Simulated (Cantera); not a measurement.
A closed system holds: 1 mol HMDSO, 7 mol CO2, 0.3 mol H2, at 0.0260 bar.

Method: chemical equilibrium by Gibbs-energy minimisation in Cantera with the NASA 1993 tables (ideal gas, pure condensed phases). Candidate condensed phases: C, C6H6, C7H8, C8H18, H2O, Si, SiC, SiO2; 123 gas species. The feed counts by its element totals alone. Mutual solubility and eutectic melting of coexisting phases are not modelled. The tables hold silica as quartz up to 1696 K and as liquid above; real silica turns to tridymite and cristobalite and melts near 1996 K. Kinetics and transport are ignored.

x: gas mole fraction; n: condensed amount in mol.

```csv
T (K),x CO,x H2,x CO2,x SiO,x H2O,x CH4,x H,n C(graphite),n SiO2(α-quartz),n SiO2(β-quartz),n SiC(s)
823,0.327,0.481,0.133,<1e-12,0.0541,0.00561,3.15e-11,5.09,2.00,0,0
973,0.530,0.458,0.00732,<1e-12,0.00393,0.000702,4.54e-9,2.21,0,2.00,0
1123,0.541,0.458,0.000460,2.97e-11,0.000425,0.000160,1.79e-7,2.01,0,2.00,0
1273,0.542,0.458,[?],[?],[?],[?],[?],2.00,0,2.00,0
1423,0.542,0.458,[?],[?],[?],[?],[?],2.00,0,2.00,0
1573,0.565,0.423,8.33e-6,0.0115,1.80e-5,3.06e-6,0.000164,0,0,1.16,0.582
1723,0.535,0.382,5.32e-6,0.0823,1.34e-5,6.47e-7,0.000699,0,0,0,0
1873,0.534,0.381,5.38e-6,0.0822,1.58e-5,1.56e-7,0.00247,0,0,0,0
```

**Question.** What belongs in the gaps?

**Answer.** 
- 1423, x CO2: 1.04e-5
- 1423, x SiO: 0.000144
- 1423, x H2O: 1.99e-5
- 1423, x CH4: 2.08e-5
- 1423, x H: 2.79e-5
- 1273, x CO2: 5.48e-5
- 1273, x SiO: 1.66e-7
- 1273, x H2O: 7.68e-5
- 1273, x CH4: 5.12e-5
- 1273, x H: 2.99e-6
